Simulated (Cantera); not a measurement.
Cantera run, input and output.

```python
import numpy as np
import cantera as ct

gas = ct.Solution("gri30.yaml")
gas.TPX = 750, 100000, {'CH4': 1, 'O2': 1.43, 'N2': 11.4}
inlet = ct.Reservoir(gas, clone=True)
gas.equilibrate("HP")  # start burning
reactor = ct.IdealGasConstPressureReactor(gas, energy="on", clone=False)
exhaust = ct.Reservoir(gas, clone=True)
tau = [0.28, 0.084, 0.026, 0.0078, 0.0024, 0.00073, 0.00022, 6.8e-05, 2.1e-05, 6.3e-06][0]
for a, b in ((inlet, reactor), (reactor, exhaust)):
    ct.MassFlowController(a, b, mdot=lambda t: reactor.mass / tau)
net = ct.ReactorNet([reactor])
show = ['CH4', 'O2', 'C2H4', 'HCN', 'H', 'CH2']

rows = []
print(f"{'tau/s':>10s}{'T/K':>9s}" + "".join(f"{s:>11s}" for s in show))
for tau in [0.28, 0.084, 0.026, 0.0078, 0.0024, 0.00073, 0.00022, 6.8e-05, 2.1e-05, 6.3e-06]:
    net.initial_time = 0.0
    net.advance(30 * tau)
    before = gas.X
    net.advance(40 * tau)
    drift = np.max(np.abs(gas.X - before) / (gas.X + 1e-9))
    rows.append([gas.T, *gas[show].X, drift])
    print(f"{tau:10.3e}{gas.T:9.1f}" + "".join(f"{x:11.3e}" for x in gas[show].X))
```

Output:

```
     tau/s      T/K        CH4         O2       C2H4        HCN          H        CH2
 2.800e-01   1737.9  2.005e-03  4.177e-04  2.491e-05  2.222e-05  8.873e-05  3.259e-07
 8.400e-02   1732.6  2.302e-03  9.223e-04  5.476e-05  2.651e-05  1.304e-04  8.162e-07
 2.600e-02   1719.9  2.581e-03  1.924e-03  1.084e-04  2.834e-05  1.961e-04  1.864e-06
 7.800e-03   1689.5  3.238e-03  4.336e-03  2.208e-04  2.138e-05  2.816e-04  3.704e-06
 2.400e-03    750.0  7.231e-02  1.034e-01 -1.000e-16 -5.574e-19  1.166e-19  4.870e-28
 7.300e-04    750.0  7.231e-02  1.034e-01  6.699e-21  3.729e-23  3.512e-20  4.210e-29
 2.200e-04    750.0  7.231e-02  1.034e-01 -3.951e-25 -3.573e-27  1.045e-20  4.149e-30
 6.800e-05    750.0  7.231e-02  1.034e-01  6.019e-27  4.018e-32  3.158e-21  3.754e-31
 2.100e-05    750.0  7.231e-02  1.034e-01  1.309e-28 -2.376e-36  9.948e-22  3.290e-32
 6.300e-06    750.0  7.231e-02  1.034e-01 -6.756e-30 -7.487e-38  3.992e-22 -2.637e-32
```

Cantera simulation using GRI-Mech 3.0 (53 species, 325 reactions); the numbers are that mechanism's predictions, not measurements.
